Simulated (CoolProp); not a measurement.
Properties of hydrogen chloride along the isobar 0.69 MPa.

Computed with CoolProp (reference Helmholtz-energy equation of state, Thol 2018).

```
T (K)  phase  cp (kJ/(kg K))  expansivity (1/kK)
-----  -----  --------------  ------------------
242.5    gas           1.015               5.612
254      gas             ___                 ___
265.4    gas          0.9378               4.655
276.9    gas          0.9121                 ___
288.3    gas             ___               4.041
299.8    gas          0.8766               3.806
311.2    gas          0.8642               3.606
322.6    gas          0.8543               3.431
334.1    gas          0.8463               3.276
```

### Question
Some entries are withheld; supply them.

### Answer

- 254, cp (kJ/(kg K)): 0.9708
- 254, expansivity (1/kK): 5.071
- 276.9, expansivity (1/kK): 4.317
- 288.3, cp (kJ/(kg K)): 0.8923
